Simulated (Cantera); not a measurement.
An adiabatic, constant-pressure homogeneous reactor starts with CH4 : C2H6 : C3H8 : O2 : N2 = 1 : 0.27 : 1.2 : 6.39 : 58.1 (molar parts), equivalence ratio 1.4, at 1725 K and 10.0 bar. Integrator tolerance rtol = 1e-08.

Computed with Cantera and GRI-Mech 3.0 (53 species, 325 reactions). GRI-Mech 3.0 was tuned for natural gas; its chemistry of propane as a main component is partial and can be far from experiment.

Q: What does this change do: C3H8 1.2 to 0.49 parts?

A: 
```
quantity                                                              before                                      after
---------------------------------  -----------------------------------------  -----------------------------------------
time of steepest temperature rise                                    7.78 µs                                    7.45 µs
temperature at 8.00 s                                                 2551 K                                     2509 K
equilibrium temperature                                               2551 K                                     2509 K
x(CH4) at 8.00 s                   2.30e-12 (gas-phase equilibrium 2.60e-12)      <1e-12 (gas-phase equilibrium <1e-12)
x(C2H6) at 8.00 s                      <1e-12 (gas-phase equilibrium <1e-12)      <1e-12 (gas-phase equilibrium <1e-12)
x(C3H8) at 8.00 s                      <1e-12 (gas-phase equilibrium <1e-12)      <1e-12 (gas-phase equilibrium <1e-12)
x(HCO) at 8.00 s                     9.85e-8 (gas-phase equilibrium 9.85e-8)    1.72e-9 (gas-phase equilibrium 1.72e-9)
x(O) at 8.00 s                       4.66e-5 (gas-phase equilibrium 4.66e-5)  0.000558 (gas-phase equilibrium 0.000558)
x(NO) at 8.00 s                    0.000443 (gas-phase equilibrium 0.000443)    0.00619 (gas-phase equilibrium 0.00619)
x(OH) at 8.00 s                      0.00113 (gas-phase equilibrium 0.00113)    0.00348 (gas-phase equilibrium 0.00348)
```

Q: What does this change do: initial temperature 1725 to 1500 K?

A: 
```tsv
quantity	before	after
time of steepest temperature rise	7.78 µs	43.2 µs
temperature at 8.00 s	2551 K	2349 K
equilibrium temperature	2551 K	2349 K
x(CH4) at 8.00 s	2.30e-12 (gas-phase equilibrium 2.60e-12)	5.90e-12 (gas-phase equilibrium 6.59e-12)
x(C2H6) at 8.00 s	<1e-12 (gas-phase equilibrium <1e-12)	<1e-12 (gas-phase equilibrium <1e-12)
x(C3H8) at 8.00 s	<1e-12 (gas-phase equilibrium <1e-12)	<1e-12 (gas-phase equilibrium <1e-12)
x(HCO) at 8.00 s	9.85e-8 (gas-phase equilibrium 9.85e-8)	5.29e-8 (gas-phase equilibrium 5.29e-8)
x(O) at 8.00 s	4.66e-5 (gas-phase equilibrium 4.66e-5)	5.79e-6 (gas-phase equilibrium 5.79e-6)
x(NO) at 8.00 s	0.000443 (gas-phase equilibrium 0.000443)	0.000107 (gas-phase equilibrium 0.000107)
x(OH) at 8.00 s	0.00113 (gas-phase equilibrium 0.00113)	0.000346 (gas-phase equilibrium 0.000346)
```

Q: What does this change do: pressure from 10.0 bar to 4.60 bar?

A: 
| quantity | before | after |
|---|---|---|
| time of steepest temperature rise | 7.78 µs | 12.8 µs |
| temperature at 8.00 s | 2551 K | 2541 K |
| equilibrium temperature | 2551 K | 2541 K |
| x(CH4) at 8.00 s | 2.30e-12 (gas-phase equilibrium 2.60e-12) | <1e-12 (gas-phase equilibrium <1e-12) |
| x(C2H6) at 8.00 s | <1e-12 (gas-phase equilibrium <1e-12) | <1e-12 (gas-phase equilibrium <1e-12) |
| x(C3H8) at 8.00 s | <1e-12 (gas-phase equilibrium <1e-12) | <1e-12 (gas-phase equilibrium <1e-12) |
| x(HCO) at 8.00 s | 9.85e-8 (gas-phase equilibrium 9.85e-8) | 6.52e-8 (gas-phase equilibrium 6.52e-8) |
| x(O) at 8.00 s | 4.66e-5 (gas-phase equilibrium 4.66e-5) | 9.13e-5 (gas-phase equilibrium 9.13e-5) |
| x(NO) at 8.00 s | 0.000443 (gas-phase equilibrium 0.000443) | 0.000606 (gas-phase equilibrium 0.000606) |
| x(OH) at 8.00 s | 0.00113 (gas-phase equilibrium 0.00113) | 0.00156 (gas-phase equilibrium 0.00156) |
